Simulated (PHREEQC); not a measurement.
Solution (25 °C): 0.01 mol/kgw NaHCO3, 0.0014 mol/kgw HCl and 3.8e-05 mol/kgw FeCl2. Closed to the air; pH follows from the charge balance.

Model: ion-association model, wateq4f.dat, run in PHREEQC.

Precipitation was switched off in this run.

**Question.** Predict the pH, ionic strength.

**Answer.** pH 7.09; ionic strength 0.0100 mol/kgw.

**Question.** In which forms is Fe present?

**Answer.** Fe+2 60 %, FeHCO3+ 35 %, FeCO3 4.3 % of the Fe.

Saturation is exceeded, for instance for Siderite; the values hold only as long as no solid forms.
